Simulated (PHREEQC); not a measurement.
A solution holds 0.078 mol/kgw KHCO3, 0.00054 mol/kgw Na2SO4 and 0.0017 mol/kgw NaCl, at 25 °C. Closed to the air; pH follows from the charge balance.

Equilibrium calculation in PHREEQC: ion-association model, phreeqc.dat.

| quantity | before | after |
|---|---|---|
| pH | 8.14 | 7.98 |
| ionic strength (mol/kgw) | 0.0820 | 0.0819 |
| Na+ (mol/kgw) | 0.00269 | 0.00260 |
| CO2 (mol/kgw) | 0.000978 | 0.00122 |
| CO3-2 (mol/kgw) | 0.000956 | 0.00108 |
| NaHCO3 (mol/kgw) | 7.18e-5 | 5.47e-5 |
| SI of Sylvite (KCl) | -4.99 | -5.19 |
| SI of Halite (NaCl) | -7.12 | -7.18 |

### Question
Which change was made?
A. temperature from 25 to 65 °C
B. Na2SO4 left out
C. Na2SO4 from 0.00054 to 0.000486 mol/kgw
D. KHCO3 from 0.078 to 0.156 mol/kgw

### Answer
A, temperature from 25 to 65 °C

No solid was allowed to form. At this temperature some constants are extrapolated from 25 °C, and those without enthalpy data are left unchanged.
